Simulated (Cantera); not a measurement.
Cantera run, input and output.

```python
import numpy as np
import cantera as ct

gas = ct.Solution("gri30.yaml")
gas.TPX = 1725, 110000, {'CH4': 1, 'O2': 2.6, 'N2': 9.77, 'H2O': 0.022}
reactor = ct.IdealGasConstPressureReactor(gas, energy="on", clone=False)
net = ct.ReactorNet([reactor])
net.rtol, net.atol = 1e-08, 1e-16
show = ['CH4', 'O2', 'H2O', 'CO2', 'OH']
times = np.geomspace(4e-06, 0.8, 14)

steps = ct.SolutionArray(gas, extra=["t"])
rows = []
print(f"{'t/s':>10s}{'T/K':>9s}{'P/Pa':>11s}" + "".join(f"{s:>11s}" for s in show))
for t in times:
    while net.time < t:
        t_next = net.step()
        steps.append(gas.state, t=t_next)
    rows.append([np.interp(t, steps.t, y) for y in (steps.T, steps.P, *steps(*show).X.T)])
    print(f"{t:10.3e}{rows[-1][0]:9.1f}{rows[-1][1]:11.4g}" + "".join(f"{x:11.3e}" for x in rows[-1][2:]))
rate = np.gradient(steps.T, steps.t)
print("integrator steps:", len(steps.t))
if steps.T.max() > steps.T[0] + 200:
    print(f"time of steepest temperature rise: {steps.t[rate.argmax()]:.4e} s")
gas.TPX = 1725, 110000, {'CH4': 1, 'O2': 2.6, 'N2': 9.77, 'H2O': 0.022}
gas.equilibrate("HP")
print(f"equilibrium (HP): T = {gas.T:.1f} K  " + "  ".join(f"{s} {gas[s].X[0]:.3e}" for s in show))
```

Output:

```
       t/s      T/K       P/Pa        CH4         O2        H2O        CO2         OH
 4.000e-06   1724.9    1.1e+05  7.466e-02  1.941e-01  1.647e-03  3.942e-10  3.833e-07
 1.023e-05   1724.8    1.1e+05  7.462e-02  1.941e-01  1.657e-03  4.888e-09  6.365e-07
 2.616e-05   1724.7    1.1e+05  7.449e-02  1.941e-01  1.716e-03  8.717e-08  1.551e-06
 6.689e-05   1725.6    1.1e+05  7.354e-02  1.936e-01  2.260e-03  3.129e-06  7.119e-06
 1.711e-04   2427.7    1.1e+05  7.853e-14  5.941e-02  1.073e-01  2.827e-02  2.390e-02
 4.374e-04   2739.3    1.1e+05  2.006e-16  5.102e-02  1.213e-01  4.656e-02  2.274e-02
 1.119e-03   2748.1    1.1e+05  2.182e-16  4.881e-02  1.224e-01  4.726e-02  2.203e-02
 2.861e-03   2741.8    1.1e+05  2.248e-16  4.623e-02  1.229e-01  4.733e-02  2.140e-02
 7.315e-03   2739.3    1.1e+05  2.276e-16  4.519e-02  1.230e-01  4.735e-02  2.115e-02
 1.871e-02   2739.2    1.1e+05  2.277e-16  4.515e-02  1.231e-01  4.735e-02  2.114e-02
 4.784e-02   2739.2    1.1e+05  2.277e-16  4.515e-02  1.231e-01  4.735e-02  2.114e-02
 1.223e-01   2739.2    1.1e+05  2.277e-16  4.515e-02  1.231e-01  4.735e-02  2.114e-02
 3.128e-01   2739.2    1.1e+05  2.277e-16  4.515e-02  1.231e-01  4.735e-02  2.114e-02
 8.000e-01   2739.2    1.1e+05  2.277e-16  4.515e-02  1.231e-01  4.735e-02  2.114e-02
integrator steps: 1687
time of steepest temperature rise: 1.6292e-04 s
equilibrium (HP): T = 2739.2 K  CH4 3.141e-16  O2 4.515e-02  H2O 1.231e-01  CO2 4.735e-02  OH 2.114e-02
```

Computed with Cantera and GRI-Mech 3.0 (53 species, 325 reactions).
